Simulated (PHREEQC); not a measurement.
Dissolve 180 mmol/kgw HF and 7.8 mmol/kgw KF at 20 °C. It is in equilibrium with CO2 at log p = -3.4 (atm). Otherwise closed; pH follows from the charge balance.

The numbers come from PHREEQC with the ion-association model, phreeqc.dat.

No solid was allowed to form.

What pH, ionic strength does the model give?

pH 1.97; ionic strength 0.0199 mol/kgw.

In which forms is F present?

HF 85 %, HF2- 7.9 %, F- 6.7 % of the F.
